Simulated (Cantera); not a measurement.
Cantera run, input and output.

```python
import numpy as np
import cantera as ct

gas = ct.Solution("gri30.yaml")
gas.TPX = 500, 500000, {'CH4': 1, 'H2': 0.71, 'O2': 5.01, 'N2': 18.8}
inlet = ct.Reservoir(gas, clone=True)
gas.equilibrate("HP")  # start burning
reactor = ct.IdealGasConstPressureReactor(gas, energy="on", clone=False)
exhaust = ct.Reservoir(gas, clone=True)
tau = [0.13, 0.045, 0.016, 0.0056, 0.002, 0.0007, 0.00025, 8.8e-05, 3.1e-05, 1.1e-05][0]
for a, b in ((inlet, reactor), (reactor, exhaust)):
    ct.MassFlowController(a, b, mdot=lambda t: reactor.mass / tau)
net = ct.ReactorNet([reactor])
show = ['CH4', 'H2', 'O2', 'CH2O', 'C2H2']

rows = []
print(f"{'tau/s':>10s}{'T/K':>9s}" + "".join(f"{s:>11s}" for s in show))
for tau in [0.13, 0.045, 0.016, 0.0056, 0.002, 0.0007, 0.00025, 8.8e-05, 3.1e-05, 1.1e-05]:
    net.initial_time = 0.0
    net.advance(30 * tau)
    before = gas.X
    net.advance(40 * tau)
    drift = np.max(np.abs(gas.X - before) / (gas.X + 1e-9))
    rows.append([gas.T, *gas[show].X, drift])
    print(f"{tau:10.3e}{gas.T:9.1f}" + "".join(f"{x:11.3e}" for x in gas[show].X))
```

It prints:

```
     tau/s      T/K        CH4         H2         O2       CH2O       C2H2
 1.300e-01   1610.7  8.361e-06  1.325e-05  1.055e-01  7.175e-07  2.905e-09
 4.500e-02   1609.2  1.742e-05  2.766e-05  1.056e-01  1.542e-06  7.703e-09
 1.600e-02   1606.4  3.543e-05  5.745e-05  1.057e-01  3.261e-06  1.722e-08
 5.600e-03   1600.6  7.368e-05  1.229e-04  1.060e-01  7.097e-06  3.445e-08
 2.000e-03   1588.6  1.571e-04  2.678e-04  1.066e-01  1.578e-05  6.281e-08
 7.000e-04   1558.4  3.931e-04  6.644e-04  1.085e-01  4.022e-05  1.275e-07
 2.500e-04    500.0  3.918e-02  2.782e-02  1.963e-01  1.586e-17  2.957e-20
 8.800e-05    500.0  3.918e-02  2.782e-02  1.963e-01  1.219e-20  2.272e-23
 3.100e-05    500.0  3.918e-02  2.782e-02  1.963e-01  7.700e-22  1.435e-24
 1.100e-05    500.0  3.918e-02  2.782e-02  1.963e-01  4.864e-23  9.065e-26
```

Computed with Cantera and GRI-Mech 3.0 (53 species, 325 reactions).
